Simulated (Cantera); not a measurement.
**Equilibrium for thermal oxidation and active oxidation of silicon: Si + N2O + H2 + O2**

Feed: 1 mol Si, 1.3 mol N2O, 82 mol H2, 0.0033 mol O2, equilibrated at 890000 Pa.

Equilibrium computed with Cantera from the NASA thermochemical tables; the gas is ideal and each condensed phase is pure. Candidate condensed phases: H2O, Si, SiO2, Si2N2O, Si3N4; 35 gas species. Mutual solubility and eutectic melting of coexisting phases are not modelled. The tables hold silica as quartz up to 1696 K and as liquid above; real silica turns to tridymite and cristobalite and melts near 1996 K. Rates play no part.

From 927 °C to 1327 °C the condensed part is SiO2(β-quartz) + Si2N2O(s). From 1427 °C to 1627 °C the condensed part is SiO2(condensed) + Si2N2O(s). At 1727 °C the condensed part is SiO2(l).

```
T (°C)   x H2    x N2     x SiO     x H2O       x H     x NH3    x SiH2  n SiO2(β-quartz)  n Si2N2O(s)  n SiO2(condensed)  n SiO2(l)
------  -----  ------  --------  --------  --------  --------  --------  ----------------  -----------  -----------------  ---------
927     0.987  0.0127  2.10e-11  0.000164   6.57e-8  0.000188    <1e-12             0.529        0.236                  0          0
1027    0.987  0.0127   1.04e-9  0.000224   3.68e-7  0.000122    <1e-12             0.525        0.237                  0          0
1127    0.987  0.0127   2.91e-8  0.000293   1.62e-6   8.42e-5  4.63e-12             0.522        0.239                  0          0
1227    0.987  0.0127   5.17e-7  0.000368   5.86e-6   6.09e-5  1.17e-10             0.517        0.241                  0          0
1327    0.987  0.0127   6.35e-6  0.000448   1.81e-5   4.59e-5   1.95e-9             0.513        0.243                  0          0
1427    0.987  0.0127   5.75e-5  0.000532   4.91e-5   3.58e-5   2.32e-8                 0        0.244              0.507          0
1527    0.986  0.0128  0.000400  0.000608  0.000119   2.88e-5   2.11e-7                 0        0.237              0.493          0
1627    0.983  0.0133   0.00222  0.000689  0.000264   2.40e-5   1.47e-6                 0        0.189              0.438          0
1727    0.974  0.0154   0.00910  0.000866  0.000538   2.14e-5   6.50e-6                 0            0                  0      0.234
```
x: gas mole fraction; n: condensed amount in mol.
